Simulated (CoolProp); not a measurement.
A single-stage vapour-compression cycle with the fluid: evaporating at 322.15 K (dew point), condensing at 376.15 K (bubble point), superheat 8 K, subcooling 0 K, compressor efficiency 0.9, no pressure losses. The same conditions are run with several fluids, on thermodynamics alone (safety and materials aside).

Model: reference Helmholtz-energy equation of state of each fluid (n-butane: Bücker 2006; tetrahydrofuran: Fiedler 2023; hexamethyldisiloxane (MM): Thol 2016; R1336mzz(E): Akasaka 2023; R236FA: Pan 2012; R113: Marx 1992), in CoolProp.

| fluid | cooling COP | pressure ratio | discharge temperature (K) | refrigerating effect (kJ/kg) | volumetric capacity (kJ/m³) |
|---|---|---|---|---|---|
| n-butane | 3.63 | 3.35 | 376.5 | 199 | 2280 |
| tetrahydrofuran | 4.58 | 5.20 | 389.8 | 334 | (withheld) |
| hexamethyldisiloxane (MM) | 3.61 | 6.46 | 376.2 | 120 | 122 |
| R1336mzz(E) | 3.11 | 3.82 | 376.1 | 63.5 | (withheld) |
| R236FA | 2.96 | 3.64 | (withheld) | 61.2 | 2230 |
| R113 | 4.13 | 4.41 | 376.2 | 96.8 | 730 |

Q: Fill in the missing entries.

A: 
- tetrahydrofuran, volumetric capacity (kJ/m³): 505
- R1336mzz(E), volumetric capacity (kJ/m³): 1810
- R236FA, discharge temperature (K): 377.7

The compression ends wet for: hexamethyldisiloxane (MM); R1336mzz(E); R113.
